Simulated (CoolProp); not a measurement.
Properties of p-xylene along the isotherm 346.85 °C.

Computed with CoolProp (reference Helmholtz-energy equation of state, Zhou 2012).

```json
[
 {"p (kPa)": "55.8", "phase": "gas", "density (kg/m³)": "1.156", "cp (kJ/(kg K))": "2.251", "isothermal compressibility (1/MPa)": "18.03", "expansivity (1/kK)": "1.644", "conductivity (mW/(m K))": "44.1", "Prandtl number": "0.673"},
 {"p (kPa)": "82", "phase": "gas", "density (kg/m³)": "1.704", "cp (kJ/(kg K))": "2.253", "isothermal compressibility (1/MPa)": "12.30", "expansivity (1/kK)": "1.658", "conductivity (mW/(m K))": "44.1", "Prandtl number": "0.673"},
 {"p (kPa)": "120", "phase": "gas", "density (kg/m³)": "2.503", "cp (kJ/(kg K))": "2.255", "isothermal compressibility (1/MPa)": "8.441", "expansivity (1/kK)": "1.680", "conductivity (mW/(m K))": "44.2", "Prandtl number": "0.674"},
 {"p (kPa)": "177", "phase": "gas", "density (kg/m³)": "3.715", "cp (kJ/(kg K))": "2.259", "isothermal compressibility (1/MPa)": "5.759", "expansivity (1/kK)": "1.713", "conductivity (mW/(m K))": "44.2", "Prandtl number": "0.675"},
 {"p (kPa)": "259", "phase": "gas", "density (kg/m³)": "5.485", "cp (kJ/(kg K))": "2.265", "isothermal compressibility (1/MPa)": "3.972", "expansivity (1/kK)": "1.764", "conductivity (mW/(m K))": "44.2", "Prandtl number": "0.676"},
 {"p (kPa)": "380", "phase": "gas", "density (kg/m³)": "8.158", "cp (kJ/(kg K))": "2.274", "isothermal compressibility (1/MPa)": "2.745", "expansivity (1/kK)": "1.842", "conductivity (mW/(m K))": "44.3", "Prandtl number": "0.679"},
 {"p (kPa)": "558", "phase": "gas", "density (kg/m³)": "12.23", "cp (kJ/(kg K))": "2.288", "isothermal compressibility (1/MPa)": "1.911", "expansivity (1/kK)": "1.969", "conductivity (mW/(m K))": "44.5", "Prandtl number": "0.684"},
 {"p (kPa)": "820", "phase": "gas", "density (kg/m³)": "18.56", "cp (kJ/(kg K))": "2.313", "isothermal compressibility (1/MPa)": "1.346", "expansivity (1/kK)": "2.185", "conductivity (mW/(m K))": "44.7", "Prandtl number": "0.693"},
 {"p (kPa)": "1200", "phase": "gas", "density (kg/m³)": "28.57", "cp (kJ/(kg K))": "2.357", "isothermal compressibility (1/MPa)": "0.9745", "expansivity (1/kK)": "2.580", "conductivity (mW/(m K))": "45.2", "Prandtl number": "0.710"},
 {"p (kPa)": "1770", "phase": "gas", "density (kg/m³)": "46.06", "cp (kJ/(kg K))": "2.456", "isothermal compressibility (1/MPa)": "0.7379", "expansivity (1/kK)": "3.464", "conductivity (mW/(m K))": "46.3", "Prandtl number": "0.744"},
 {"p (kPa)": "2590", "phase": "gas", "density (kg/m³)": "80.23", "cp (kJ/(kg K))": "2.760", "isothermal compressibility (1/MPa)": "0.6538", "expansivity (1/kK)": "6.278", "conductivity (mW/(m K))": "49.6", "Prandtl number": "0.825"},
 {"p (kPa)": "3800", "phase": "supercritical", "density (kg/m³)": "364.5", "cp (kJ/(kg K))": "7.512", "isothermal compressibility (1/MPa)": "0.7791", "expansivity (1/kK)": "48.13", "conductivity (mW/(m K))": "80.0", "Prandtl number": "4.20"},
 {"p (kPa)": "5580", "phase": "supercritical", "density (kg/m³)": "471.5", "cp (kJ/(kg K))": "3.299", "isothermal compressibility (1/MPa)": "0.05210", "expansivity (1/kK)": "6.234", "conductivity (mW/(m K))": "78.9", "Prandtl number": "2.72"},
 {"p (kPa)": "8200", "phase": "supercritical", "density (kg/m³)": "514.9", "cp (kJ/(kg K))": "2.975", "isothermal compressibility (1/MPa)": "0.02313", "expansivity (1/kK)": "3.620", "conductivity (mW/(m K))": "81.6", "Prandtl number": "2.67"},
 {"p (kPa)": "12000", "phase": "supercritical", "density (kg/m³)": "549.6", "cp (kJ/(kg K))": "2.827", "isothermal compressibility (1/MPa)": "0.01310", "expansivity (1/kK)": "2.524", "conductivity (mW/(m K))": "84.5", "Prandtl number": "2.70"},
 {"p (kPa)": "17700", "phase": "supercritical", "density (kg/m³)": "582.3", "cp (kJ/(kg K))": "2.735", "isothermal compressibility (1/MPa)": "0.008064", "expansivity (1/kK)": "1.877", "conductivity (mW/(m K))": "87.9", "Prandtl number": "2.80"}
]
```

The peak of cp marks the crossing from liquid-like to gas-like fluid above the critical point.

Viscosity comes from a separate model (Balogun 2015). Thermal conductivity comes from a separate model (Mylona 2014).
